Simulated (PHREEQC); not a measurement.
Consider water at 10 °C with 0.00023 mol CdCl2, 2.1e-05 mol Na2SO4 and 0.00045 mol MnSO4 per kg of water. Closed to the air; pH follows from the charge balance.

Model: ion-association model, phreeqc.dat, run in PHREEQC.

Question: The ionic strength comes out as 0.00241 mol/kgw. What activity coefficients do Na+, Mn+2, Cd+2, CdCl+, Cl- get?

Answer: Na+ 0.95, Mn+2 0.81, Cd+2 0.81, CdCl+ 0.95, Cl- 0.95.

This is a speciation only: nothing precipitates in the calculation. Species that the database lacks are ignored. Constants without temperature data keep their 25 °C values here.
